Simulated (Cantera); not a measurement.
A closed system holds: 1 mol AlN, 0.013 mol H2, held at 2725 K and 0.133 bar.

Method: chemical equilibrium by Gibbs-energy minimisation in Cantera with the NASA 1993 tables (ideal gas, pure condensed phases). Candidate condensed phases: Al, AlN; 13 gas species. Kinetics and transport are ignored.

Base state: Al 0.656, N2 0.329, H 0.00962, H2 0.00317, AlH 0.00117, Al2 0.00109 (mole fractions); condensed: gas only.

What changes in the equilibrium state with this change: 0.37 mol HCl added?


```csv
species,before,after
Al,0.656,0.360
N2,0.329,0.287
AlCl,0,0.210
H2,0.00317,0.0863
H,0.00962,0.0502
HCl,0,0.00146
Cl,0,0.000589
AlCl2,0,0.000197
Al2,0.00109,0.000328
AlH,0.00117,0.00336
```
The tables' values for AlCl2 are old estimates; treat these amounts as uncertain. Further candidate phases: AlCl3, NH4Cl.
